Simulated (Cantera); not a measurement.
A Cantera script and its output.

```python
import numpy as np
import cantera as ct

gas = ct.Solution("gri30.yaml")
gas.TPX = 1150, 330, {'C2H6': 1, 'N2': 22}
inlet = ct.Reservoir(gas, clone=True)

reactor = ct.IdealGasConstPressureReactor(gas, energy="off", clone=False)
exhaust = ct.Reservoir(gas, clone=True)
tau = [2.1, 0.77, 0.29, 0.11, 0.04, 0.015, 0.0056, 0.0021][0]
for a, b in ((inlet, reactor), (reactor, exhaust)):
    ct.MassFlowController(a, b, mdot=lambda t: reactor.mass / tau)
net = ct.ReactorNet([reactor])
show = ['C2H6', 'C2H4', 'HCN', 'CH4', 'CH3']

rows = []
print(f"{'tau/s':>10s}{'T/K':>9s}" + "".join(f"{s:>11s}" for s in show))
for tau in [2.1, 0.77, 0.29, 0.11, 0.04, 0.015, 0.0056, 0.0021]:
    net.initial_time = 0.0
    net.advance(30 * tau)
    before = gas.X
    net.advance(40 * tau)
    drift = np.max(np.abs(gas.X - before) / (gas.X + 1e-9))
    rows.append([gas.T, *gas[show].X, drift])
    print(f"{tau:10.3e}{gas.T:9.1f}" + "".join(f"{x:11.3e}" for x in gas[show].X))
```

Result:

```
     tau/s      T/K       C2H6       C2H4        HCN        CH4        CH3
 2.100e+00   1150.0  1.830e-02  1.847e-02  3.308e-10  5.538e-03  1.009e-04
 7.700e-01   1150.0  3.053e-02  1.054e-02  2.463e-10  2.318e-03  1.224e-04
 2.900e-01   1150.0  3.854e-02  4.187e-03  1.603e-10  7.133e-04  1.114e-04
 1.100e-01   1150.0  4.206e-02  1.205e-03  6.683e-11  1.607e-04  7.044e-05
 4.000e-02   1150.0  4.322e-02  2.098e-04  1.060e-11  2.478e-05  3.059e-05
 1.500e-02   1150.0  4.344e-02  2.141e-05  3.183e-13  4.096e-06  1.355e-05
 5.600e-03   1150.0  4.347e-02  1.387e-06  1.104e-15  6.608e-07  5.858e-06
 2.100e-03   1150.0  4.348e-02  7.896e-08  2.144e-18  9.926e-08  2.346e-06
```

Cantera simulation using GRI-Mech 3.0 (53 species, 325 reactions); the numbers are that mechanism's predictions, not measurements. GRI-Mech 3.0 stops at C3 and has no aromatics, soot or wall deposition, so with more carbon than oxygen in the feed, carbon stays in small species such as C2H2 where larger ones or solid carbon would form. Radical loss at walls, strong at low pressure, is not modelled.
